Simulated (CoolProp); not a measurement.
Vapour-liquid equilibrium of propane (1) + dimethyl ether (2) at 267.9 K; x and y are mole fractions of (1).

Model: multi-fluid Helmholtz-energy mixture model, Lemmon 2009 and Wu 2011; pair parameters Bell 2016, in CoolProp.

```tsv
x	bubble pressure (MPa)	y at the bubble point	dew pressure at overall composition x (MPa)	liquid density (mol/L)
0.05	0.2447	0.135	0.2293	15.15
0.15	0.2837	0.317	0.2476	14.74
0.25	0.3139	0.438	0.2684	14.36
0.35	0.3377	0.527	0.2917	13.99
0.45	0.3566	0.601	0.3172	13.65
0.55	0.3719	0.667	0.3436	13.33
0.65	0.3842	0.730	0.3682	13.03
0.75	0.3937	0.795	0.3875	12.75
0.85	0.4003	0.866	0.3991	12.49
0.95	0.4032	0.951	0.4032	12.26
```

No azeotrope shows between x = 0.05 and 0.95.

Pair parameters are fitted to limited data, so mixtures are less certain than the pure fluids.
